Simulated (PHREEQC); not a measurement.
Solution (25 °C): 0.04 mol/kgw NH4HF2, 0.0073 mol/kgw NaF and 0.0016 mol/kgw H2SiF6. Closed to the air; pH follows from the charge balance.

All values are PHREEQC results (ion-association model, phreeqc.dat), not measurements.

Precipitation was switched off in this run.

What pH, ionic strength does the model give?

pH 3.11; ionic strength 0.0497 mol/kgw.

In which forms is F present?

F- 41 %, HF 38 %, HF2- 11 %, SiF6-2 9.9 % of the F.

Species that the database lacks are ignored. SiF6-2 is the database's only silicon fluoride.
